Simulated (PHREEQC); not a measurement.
Make-up at 35 °C: 4.4 mmol/kgw H2S, 0.76 mmol/kgw NaOH and 190 mmol/kgw ZnCl2. Closed to the air; pH follows from the charge balance.

All values are PHREEQC results (ion-association model, phreeqc.dat), not measurements.

No solid was allowed to form.

What pH, ionic strength does the model give?

pH 2.57; ionic strength 0.464 mol/kgw.

In which forms is Zn present?

Zn+2 74 %, ZnCl+ 21 %, ZnCl2 2.8 %, ZnCl3- 1.2 %, Zn(HS)2 1.1 % of the Zn.

Saturation is exceeded, for instance for Sphalerite (slow to form); the values hold only as long as no solid forms. Species that the database lacks are ignored.
